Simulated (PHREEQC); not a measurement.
Solution (20 °C): 0.06 mol NH3, 9e-06 mol CO2 and 6.2e-05 mol K2CO3 per kg of water. Closed to the air; pH follows from the charge balance.

The numbers come from PHREEQC with the ion-association model, wateq4f.dat.

Each row changes one thing in this solution. No solid was allowed to form.

```tsv
case	pH	ionic strength (mol/kgw)	NH4+ (mol/kgw)	CO3-2 (mol/kgw)	HCO3- (mol/kgw)	CO2 (mol/kgw)
as made	11.17	0.00123	0.00105	6.21e-5	8.92e-6	1.41e-10
CO2 left out	11.17	0.00122	0.00104	5.43e-5	7.74e-6	1.21e-10
K2CO3 left out	11.17	0.00106	0.00105	7.86e-6	1.14e-6	1.81e-11
CO2 from 9e-06 to 8.1e-06 mol/kgw	11.17	0.00123	0.00105	6.13e-5	8.80e-6	1.39e-10
temperature from 20 to 70 °C	9.82	0.00119	0.00104	2.55e-5	4.55e-5	1.33e-8
NH3 replaced by NH4Cl at the same molality	6.60	0.0600	0.0599	1.44e-8	4.76e-5	2.34e-5
NH3 replaced by NH4HCO3 at the same molality	7.85	0.0591	0.0587	0.000314	0.0582	0.00161
```

At this temperature some constants are extrapolated from 25 °C, and those without enthalpy data are left unchanged.
